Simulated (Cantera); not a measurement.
# Catalytic combustion on Pt

An isothermal plug-flow reactor at 675 K and 0.770 bar (inlet), inlet velocity 0.36 m/s, active area per volume 740 1/m; feed CO : O₂ : N₂ : H₂O = 0.007 : 0.15 : 0.79 : 0.06 (molar parts).

Model: Deutschmann's 1995 Pt surface mechanism with GRI-Mech 3.0 gas chemistry, integrated in Cantera. Catalytic surfaces can have several steady states; this one follows from the mechanism file's or the stated starting coverage. Mass transfer to the wall is taken as infinitely fast.

```
z (m)       x CO   x O₂   x H₂O     x CO₂  θ free Pt   θ O*    θ OH*     θ CO*
-------  -------  -----  ------  --------  ---------  -----  -------  --------
0.00011  0.00691  0.149  0.0596   3.73e-5    0.00887  0.985  0.00467   0.00112
0.00018  0.00689  0.149  0.0596   6.06e-5    0.00882  0.985  0.00466   0.00110
0.0003   0.00685  0.149  0.0596   9.98e-5    0.00874  0.986  0.00464   0.00108
0.00051  0.00679  0.149  0.0596  0.000166    0.00862  0.986  0.00460   0.00104
0.00084  0.00669  0.149  0.0596  0.000266    0.00844  0.986  0.00456  0.000978
0.0014   0.00653  0.149  0.0596  0.000423    0.00818  0.986  0.00448  0.000897
0.0023   0.00630  0.149  0.0596  0.000651    0.00784  0.987  0.00439  0.000795
0.0039   0.00595  0.149  0.0596   0.00100    0.00739  0.988  0.00427  0.000668
0.0065   0.00549  0.148  0.0596   0.00147    0.00690  0.988  0.00413  0.000536
0.011    0.00486  0.148  0.0596   0.00210    0.00638  0.989  0.00397  0.000405
```
x: gas mole fraction; θ: surface coverage.
